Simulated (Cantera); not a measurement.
## Stirred combustor or abatement burner

A perfectly stirred reactor is fed with CO : H2 : CH4 : O2 : N2 : H2O = 1 : 0.077 : 0.76 : 2.37 : 15.9 : 2 (molar parts), equivalence ratio 0.87, at 10.0 bar; it is adiabatic with a 700 K inlet, and is followed from long to short residence time, starting on the burning branch (τ in s: 0.16, 0.069, 0.029, 0.012, 0.0052, 0.0022, 0.00093, 0.0004, 0.00017, 7.1e-05, 3e-05, 1.3e-05, 5.4e-06).

Computed with Cantera and GRI-Mech 3.0 (53 species, 325 reactions).

```
τ (s)    T (K)      x CO      x H2     x CH4   x CO2     x HCO    x N2O
-------  -----  --------  --------  --------  ------  --------  -------
0.16      1827  0.000153   5.64e-5   2.09e-6  0.0814  9.78e-10  2.81e-7
0.069     1826  0.000250   8.25e-5   4.06e-6  0.0813   2.27e-9  3.57e-7
0.029     1824  0.000435  0.000132   7.64e-6  0.0811   5.40e-9  4.84e-7
0.012     1820  0.000781  0.000220   1.42e-5  0.0807   1.31e-8  6.66e-7
0.0052    1814   0.00137  0.000361   2.54e-5  0.0801   3.03e-8  8.52e-7
0.0022    1804   0.00243  0.000598   4.74e-5  0.0790   7.19e-8  9.90e-7
0.00093   1785   0.00437  0.000970   9.28e-5  0.0769   1.72e-7  1.02e-6
0.00040   1752   0.00808   0.00153  0.000202  0.0728   4.07e-7  9.30e-7
0.00017    700    0.0452   0.00348    0.0344  <1e-12    <1e-12   <1e-12
7.1e-5     700    0.0452   0.00348    0.0344  <1e-12    <1e-12   <1e-12
3.0e-5     700    0.0452   0.00348    0.0344  <1e-12    <1e-12   <1e-12
1.3e-5     700    0.0452   0.00348    0.0344  <1e-12    <1e-12   <1e-12
5.4e-6     700    0.0452   0.00348    0.0344  <1e-12    <1e-12   <1e-12
```
x: mole fraction; the columns are a selection and need not sum to one.
